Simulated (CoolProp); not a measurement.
Properties of octamethyltrisiloxane (MDM) at several states.

Values from CoolProp's reference Helmholtz-energy equation of state, Thol 2017.

```
T (°C)  p (kPa)   phase  density (kg/m³)  expansivity (1/kK)
------  -------  ------  ---------------  ------------------
142.25     3460  liquid            700.4                   ?
201.05      102     gas                ?               2.536
182.25     4540  liquid                ?                   ?
-64.85     36.4  liquid            903.5               1.081
41.85        35  liquid                ?                   ?
102.05      531  liquid                ?                   ?
```

Question: Complete the blanks.

Answer: 
- 142.25, expansivity (1/kK): 1.569
- 201.05, density (kg/m³): 6.430
- 182.25, density (kg/m³): 659.9
- 182.25, expansivity (1/kK): 1.734
- 41.85, density (kg/m³): 798.3
- 41.85, expansivity (1/kK): 1.276
- 102.05, density (kg/m³): 735.8
- 102.05, expansivity (1/kK): 1.494
